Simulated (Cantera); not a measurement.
# Premixed flame

A freely propagating, adiabatic, planar premixed flame of H₂ : O₂ : N₂ : H₂O = 1 : 0.758 : 2.85 : 0.18 (molar parts), unburnt at 498 K and 12000 Pa; mixture-averaged transport, grid criteria slope 0.08 and curve 0.16, no radiation.

Detailed kinetics in Cantera: the H2/O2 subset of GRI-Mech 3.0, which has no nitrogen chemistry. Burning velocities carry a grid error of a few per cent, more on coarse grids. Lean hydrogen flames are cellular in practice and burn faster than this planar one.

```json
[
 {"z (mm)": "-19.2", "T (K)": "498", "u (m/s)": "2.99", "x H₂": "0.209", "x O₂": "0.158", "x H₂O": "0.0376", "x HO₂": "<1e-8", "x H₂O₂": "<1e-8", "x H": "<1e-8"},
 {"z (mm)": "-12.8", "T (K)": "498", "u (m/s)": "2.99", "x H₂": "0.209", "x O₂": "0.158", "x H₂O": "0.0376", "x HO₂": "<1e-8", "x H₂O₂": "<1e-8", "x H": "<1e-8"},
 {"z (mm)": "-9.58", "T (K)": "498", "u (m/s)": "2.99", "x H₂": "0.209", "x O₂": "0.158", "x H₂O": "0.0376", "x HO₂": "<1e-8", "x H₂O₂": "<1e-8", "x H": "<1e-8"},
 {"z (mm)": "-6.39", "T (K)": "498", "u (m/s)": "2.99", "x H₂": "0.209", "x O₂": "0.158", "x H₂O": "0.0376", "x HO₂": "1.43e-7", "x H₂O₂": "<1e-8", "x H": "<1e-8"},
 {"z (mm)": "-3.19", "T (K)": "508", "u (m/s)": "3.04", "x H₂": "0.205", "x O₂": "0.159", "x H₂O": "0.0383", "x HO₂": "8.07e-5", "x H₂O₂": "2.71e-6", "x H": "9.09e-5"},
 {"z (mm)": "-1.60", "T (K)": "669", "u (m/s)": "3.94", "x H₂": "0.178", "x O₂": "0.155", "x H₂O": "0.0533", "x HO₂": "5.28e-5", "x H₂O₂": "4.45e-6", "x H": "0.00426"},
 {"z (mm)": "0", "T (K)": "1028", "u (m/s)": "5.88", "x H₂": "0.0914", "x O₂": "0.123", "x H₂O": "0.126", "x HO₂": "2.11e-5", "x H₂O₂": "8.58e-7", "x H": "0.0288"},
 {"z (mm)": "1.60", "T (K)": "1283", "u (m/s)": "7.26", "x H₂": "0.0286", "x O₂": "0.0794", "x H₂O": "0.201", "x HO₂": "1.08e-5", "x H₂O₂": "1.22e-6", "x H": "0.0411"},
 {"z (mm)": "3.19", "T (K)": "1405", "u (m/s)": "7.91", "x H₂": "0.0203", "x O₂": "0.0705", "x H₂O": "0.217", "x HO₂": "8.11e-6", "x H₂O₂": "9.53e-7", "x H": "0.0353"},
 {"z (mm)": "6.39", "T (K)": "1536", "u (m/s)": "8.57", "x H₂": "0.0186", "x O₂": "0.0670", "x H₂O": "0.226", "x HO₂": "6.24e-6", "x H₂O₂": "5.59e-7", "x H": "0.0256"},
 {"z (mm)": "12.8", "T (K)": "1667", "u (m/s)": "9.22", "x H₂": "0.0160", "x O₂": "0.0642", "x H₂O": "0.236", "x HO₂": "4.69e-6", "x H₂O₂": "2.88e-7", "x H": "0.0164"},
 {"z (mm)": "25.6", "T (K)": "1786", "u (m/s)": "9.80", "x H₂": "0.0121", "x O₂": "0.0619", "x H₂O": "0.246", "x HO₂": "3.33e-6", "x H₂O₂": "1.53e-7", "x H": "0.00903"},
 {"z (mm)": "51.1", "T (K)": "1885", "u (m/s)": "10.3", "x H₂": "0.00783", "x O₂": "0.0605", "x H₂O": "0.256", "x HO₂": "2.20e-6", "x H₂O₂": "8.92e-8", "x H": "0.00410"}
]
```
x: mole fraction of selected species; z is measured from the peak of heat release.

```
Quantity                    Result
------------------------  --------
laminar burning velocity  299 cm/s
thermal thickness          6.39 mm
peak x(HO₂)                8.69e-5
peak x(H₂O₂)               5.82e-6
peak x(H)                   0.0413
grid points                    123
```
